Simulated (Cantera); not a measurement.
# Equilibrium for tantalum, niobium, vanadium and zirconium in process gases: Zr + H₂O + H₂

Feed: 1 mol Zr, 0.37 mol H₂O, 270 mol H₂, held at 2500 Pa.

Method: chemical equilibrium by Gibbs-energy minimisation in Cantera with the NASA 1993 tables (ideal gas, pure condensed phases). Candidate condensed phases: H₂O, Zr, ZrO₂; 12 gas species. Mutual solubility and eutectic melting of coexisting phases are not modelled. Condensed phases not in the tables: N, O or C dissolved in the metal. Equilibrium is a limit: real reactors are often held back by kinetics, nucleation or transport.

```csv
T (°C),log p H₂,log p H,log p ZrO,log p Zr,log p H₂O,log p ZrO₂,log p OH,n Zr(β),n ZrO₂(monoclinic),n ZrO₂(tetragonal),n Zr(l)
1125,-1.60,-6.13,<-13,<-13,-10.84,<-13,<-13,0.815,0.185,0,0
1275,-1.60,-5.31,-11.99,-13.21,-9.78,<-13,<-13,0.815,0,0.185,0
1425,-1.60,-4.64,-10.14,-11.41,-8.92,<-13,-13.24,0.815,0,0.185,0
1575,-1.60,-4.08,-8.61,-9.90,-8.20,-12.15,-11.80,0.815,0,0.185,0
1725,-1.61,-3.60,-7.30,-8.63,-7.59,-10.50,-10.58,0.815,0,0.185,0
1875,-1.61,-3.19,-6.19,-7.53,-7.06,-9.09,-9.53,0,0,0.181,0.812
2025,-1.63,-2.83,-5.24,-6.61,-6.60,-7.86,-8.60,0,0,0.151,0.781
2175,-1.66,-2.53,-4.50,-5.81,-6.31,-6.99,-7.89,0,0,0,0.619
2325,-1.71,-2.27,-4.52,-5.10,-6.74,-7.54,-7.94,0,0,0,0.537
```
log p: log10 of the partial pressure in bar; n: condensed amount in mol.

At 1125 °C the condensed part is Zr(β) + ZrO₂(monoclinic). From 1275 °C to 1725 °C the condensed part is Zr(β) + ZrO₂(tetragonal). From 1875 °C to 2025 °C the condensed part is Zr(l) + ZrO₂(tetragonal). From 2175 °C to 2325 °C the condensed part is Zr(l).
